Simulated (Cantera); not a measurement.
Input: 1 mol CF4, 0.028 mol F2, at 3375 K and 255 Torr.

Cantera equilibrium calculation (NASA polynomials, part measured and part estimated; ideal gas, pure solids and liquids). Candidate condensed phases: C; 13 gas species. Gases not in the tables: C2F6 and larger saturated fluorocarbons. Kinetics and transport are ignored.

Base state: F 0.740, CF2 0.138, CF 0.108, C3 0.00816, C 0.00226, C2 0.00140, CF3 0.00103, C5 0.000166 (mole fractions); condensed: gas only.

Q: What changes in the equilibrium state with this change: temperature from 3375 K to 2375 K?

A: 
| species | before | after |
|---|---|---|
| CF4 | 0.000143 | 0.827 |
| F | 0.740 | 0.128 |
| CF2 | 0.138 | 0.0344 |
| CF | 0.108 | 6.01e-5 |
| CF3 | 0.00103 | 0.0106 |
| C3 | 0.00816 | <1e-9 |
| C2 | 0.00140 | <1e-9 |
| C | 0.00226 | 1.73e-9 |
| C5 | 0.000166 | <1e-9 |
| C4 | 4.59e-5 | <1e-9 |
